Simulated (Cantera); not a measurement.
A Cantera script and its output.

```python
import numpy as np
import cantera as ct

gas = ct.Solution("gri30.yaml")
gas.TP = 300, 73000
flame = ct.CounterflowDiffusionFlame(gas, width=0.02)
flame.fuel_inlet.X, flame.fuel_inlet.T = {'CO': 1, 'H2': 0.51, 'CH4': 0.091, 'N2': 0.26}, 525
flame.oxidizer_inlet.X, flame.oxidizer_inlet.T = {'O2': 0.26, 'N2': 0.74}, 623
flame.set_refine_criteria(ratio=3, slope=0.12, curve=0.24, prune=0.03)
show = ['OH', 'H', 'NO', 'CO', 'C2H2']

rows = []
print(f"{'mdot':>8s}{'a_max':>10s}{'a_mean':>10s}{'Tmax/K':>9s}" + "".join(f"{s:>11s}" for s in show) + "   (peak mole fractions)")
for i, mdot in enumerate([0.44, 0.55, 0.68, 0.85, 1.1, 1.3, 1.6, 2, 2.5, 3.2]):  # kg/m2/s on the oxidiser side
    flame.oxidizer_inlet.mdot, flame.fuel_inlet.mdot = mdot, 0.85 * mdot
    flame.solve(loglevel=0, auto=(i == 0))
    if flame.T.max() < max(525, 623) + 100:
        print(f"{mdot:8.3g}  no burning solution found from the previous one")
        break
    dT = np.abs(np.gradient(flame.T, flame.grid))
    rows.append([flame.strain_rate("max"), flame.strain_rate("mean"), flame.T.max(),
                 *(flame.X[gas.species_index(s)].max() for s in show), max(dT[0], dT[-1]) / dT.max()])
    print(f"{mdot:8.3g}{rows[-1][0]:10.1f}{rows[-1][1]:10.1f}{rows[-1][2]:9.1f}" + "".join(f"{x:11.3e}" for x in rows[-1][3:-1]))
```

It prints:

```
    mdot     a_max    a_mean   Tmax/K         OH          H         NO         CO       C2H2   (peak mole fractions)
    0.44     383.6     108.8   2244.9  1.556e-02  1.198e-02  2.144e-04  5.526e-01  2.431e-03
    0.55     470.6     136.0   2215.2  1.552e-02  1.279e-02  1.772e-04  5.524e-01  2.462e-03
    0.68     572.4     168.2   2185.8  1.548e-02  1.356e-02  1.497e-04  5.524e-01  2.473e-03
    0.85     704.5     210.2   2155.2  1.535e-02  1.438e-02  1.271e-04  5.522e-01  2.472e-03
     1.1     897.1     272.0   2120.0  1.512e-02  1.539e-02  1.066e-04  5.518e-01  2.454e-03
     1.3    1049.6     321.5   2095.5  1.493e-02  1.597e-02  9.491e-05  5.517e-01  2.422e-03
     1.6    1276.9     395.7   2066.7  1.466e-02  1.675e-02  8.298e-05  5.519e-01  2.384e-03
       2    1578.2     494.6   2038.1  1.437e-02  1.759e-02  7.211e-05  5.519e-01  2.327e-03
     2.5    1952.3     618.3   2010.1  1.400e-02  1.844e-02  6.265e-05  5.516e-01  2.250e-03
     3.2    2470.3     791.4   1978.0  1.359e-02  1.928e-02  5.280e-05  5.514e-01  2.130e-03
```

Detailed kinetics in Cantera: GRI-Mech 3.0 (53 species, 325 reactions). GRI-Mech 3.0 has no aromatics or soot, which form on the fuel side of real flames. The maximum strain rate includes the flame's own expansion and is several times the mean.
